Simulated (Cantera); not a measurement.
Feed: 1 mol Cr2O3, a varied amount of H2, 20 mol N2, equilibrated at 1427 °C and 3.30 mbar.

Method: chemical equilibrium by Gibbs-energy minimisation in Cantera with the NASA 1993 tables (ideal gas, pure condensed phases). Candidate condensed phases: Cr, CrN, Cr2N, Cr2O3, H2O; 29 gas species. Equilibrium is a limit: real reactors are often held back by kinetics, nucleation or transport.

Problem. Which condensed phases are stable at each of these points (n(H2) (mol)): 130, 150, 180, 220, 260, 310, 370, 440, 530, 630?

Solution. 
```csv
n(H2) (mol),condensed phases,Cr condensed (%)
130,Cr2O3(s),74.2
150,Cr2O3(s),70.4
180,Cr2O3(s),64.7
220,Cr2O3(s),57.2
260,Cr2O3(s),49.7
310,Cr2O3(s),40.3
370,Cr2O3(s),29.0
440,Cr2O3(s),15.9
530,gas only,0.0
630,gas only,0.0
```

From 130 mol H2 to 440 mol H2 the condensed part is Cr2O3(s). From 530 mol H2 to 630 mol H2 nothing is condensed.
